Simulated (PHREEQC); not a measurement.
Consider water at 25 °C with 0.11 mol/kgw BaCl2, 0.0061 mol/kgw CO2 and 0.016 mol/kgw NaCl. Closed to the air; pH follows from the charge balance.

All values are PHREEQC results (ion-association model, wateq4f.dat), not measurements.

- pH: 4.20
- ionic strength: 0.346 mol/kgw
- activity of water: 0.994

```csv
species,molality,activity,log γ
Cl-,0.236,0.158,-0.174
Ba+2,0.110,0.0270,-0.610
Na+,0.0160,0.0115,-0.143
CO2,0.00602,0.00652,0.035
H+,8.08e-5,6.28e-5,-0.110
HCO3-,6.43e-5,4.59e-5,-0.147
BaHCO3+,1.62e-5,1.19e-5,-0.136
NaHCO3,2.74e-7,2.97e-7,0.035
```

Precipitation was switched off in this run.
